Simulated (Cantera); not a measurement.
A closed system holds: 1 mol PbO, 2.3 mol H₂, 1.5 mol N₂, at 10.0 Torr.

Method: chemical equilibrium by Gibbs-energy minimisation in Cantera with the NASA 1993 tables (ideal gas, pure condensed phases). Candidate condensed phases: H₂O, Pb, PbO, PbO₂, Pb₃O₄; 27 gas species. Kinetics and transport are ignored.

Problem. What share of the Pb ends up in condensed phases as a function of T (°C), at 350, 500, 650, 800, 950, 1100, 1250, 1400?

Solution. 
```tsv
T (°C)	Pb condensed (%)	as
350	100.0	Pb(l)
500	100.0	Pb(l)
650	99.9	Pb(l)
800	97.9	Pb(l)
950	72.2	Pb(l)
1100	0.0	-
1250	0.0	-
1400	0.0	-
```
